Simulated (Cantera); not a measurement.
A perfectly stirred reactor is fed with H2 : O2 = 0.27 : 1 (molar parts), equivalence ratio 0.14, at 1330 Pa; it is held at 1473 K, and followed from long to short residence time.

Detailed kinetics in Cantera: GRI-Mech 3.0 (53 species, 325 reactions). Radical loss at walls, strong at low pressure, is not modelled. The temperature is held fixed by assumption; the heat of reaction is taken as removed at once.

Q: What does this change do: temperature 1473 to 1350 K?

A: 
```json
[
 {"quantity": "x(H2) at τ = 1.60 s", "before": "0.000710", "after": "0.000591"},
 {"quantity": "x(O2) at τ = 1.60 s", "before": "0.755", "after": "0.757"},
 {"quantity": "x(H) at τ = 1.60 s", "before": "0.000616", "after": "0.000494"},
 {"quantity": "x(OH) at τ = 1.60 s", "before": "0.00562", "after": "0.00371"},
 {"quantity": "x(O) at τ = 1.60 s", "before": "0.00458", "after": "0.00338"},
 {"quantity": "x(H2) at τ = 18.0 ms", "before": "0.00863", "after": "0.00797"},
 {"quantity": "x(O2) at τ = 18.0 ms", "before": "0.692", "after": "0.706"},
 {"quantity": "x(H) at τ = 18.0 ms", "before": "0.0297", "after": "0.0274"},
 {"quantity": "x(OH) at τ = 18.0 ms", "before": "0.0188", "after": "0.0133"},
 {"quantity": "x(O) at τ = 18.0 ms", "before": "0.0604", "after": "0.0484"}
]
```

Q: What does this change do: temperature 1473 to 1150 K?

A: 
```tsv
quantity	before	after
x(H2) at τ = 1.60 s	0.000710	0.000574
x(O2) at τ = 1.60 s	0.755	0.760
x(H) at τ = 1.60 s	0.000616	0.000323
x(OH) at τ = 1.60 s	0.00562	0.00156
x(O) at τ = 1.60 s	0.00458	0.00182
x(H2) at τ = 18.0 ms	0.00863	0.00845
x(O2) at τ = 18.0 ms	0.692	0.729
x(H) at τ = 18.0 ms	0.0297	0.0217
x(OH) at τ = 18.0 ms	0.0188	0.00660
x(O) at τ = 18.0 ms	0.0604	0.0276
```
